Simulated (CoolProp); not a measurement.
Cyclopentane along the isotherm 549.4 K: Z from the reference equation and from simpler models built on Tc = 511.7 K, pc = 45.83 bar, ω = 0.202; each cubic takes its own stable root.

The numbers come from the reference Helmholtz-energy equation of state, Gedanitz 2015 in CoolProp.

```tsv
p (bar)	phase	reference
1.76	gas	0.9892
3.53	gas	0.9782
5.29	gas	0.9671
7.05	gas	0.9560
8.81	gas	0.9447
10.6	gas	0.9330
12.3	gas	0.9218
14.1	gas	0.9098
15.9	gas	0.8976
17.6	gas	0.8859
19.4	gas	0.8734
21.2	gas	0.8606
22.9	gas	0.8484
```

Problem. How far does each simpler model (Pitzer virial, van der Waals, Redlich-Kwong, Soave-Redlich-Kwong) lie from the reference over these 13 states: mean and median of the absolute difference, and the worst?

Solution. 
- Pitzer virial: mean 0.7 %, median 0.6 %, worst +1.9 % at 549.4 K and 22.9 bar
- van der Waals: mean 0.8 %, median 0.8 %, worst +1.4 % at 549.4 K and 22.9 bar
- Redlich-Kwong: mean 0.0 %, median 0.0 %, worst +0.1 % at 549.4 K and 15.9 bar
- Soave-Redlich-Kwong: mean 0.3 %, median 0.3 %, worst +0.7 % at 549.4 K and 22.9 bar
